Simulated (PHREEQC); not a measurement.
Dissolve 0.97 mmol/kgw NaH2PO4 and 0.07 mmol/kgw Na2B4O7 at 55 °C. Closed to the air; pH follows from the charge balance.

Computed with PHREEQC (ion-association model, phreeqc.dat).

No solid was allowed to form.

Problem. Predict the pH.

Solution. pH 6.31.

Problem. In which forms is P present?

Solution. H2PO4- 86 %, HPO4-2 14 % of the P.

At this temperature some constants are extrapolated from 25 °C, and those without enthalpy data are left unchanged.
